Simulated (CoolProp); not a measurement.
20 sccm (0 °C, 1 atm) of nitrogen bubbles through liquid 1,2-dichloroethane at 282.6 K and leaves saturated at a total pressure of 0.0565 MPa (ideal gas phase). Each further row changes one setting.

Values from CoolProp's reference Helmholtz-energy equation of state, Thol 2015.

```
case                      vapour pressure (kPa)  mole fraction of vapour  delivery (mg/min)  delivery (sccm)  change of delivery for a bath 1 K warmer (%)
------------------------  ---------------------  -----------------------  -----------------  ---------------  --------------------------------------------
as stated                                  4.77                   0.0844               8.14             1.84                                           6.1
bath temperature 287.6 K                   6.22                    0.110               10.9             2.47                                           6.0
total pressure 0.113 MPa                   4.77                   0.0422               3.89            0.881                                           5.8
```
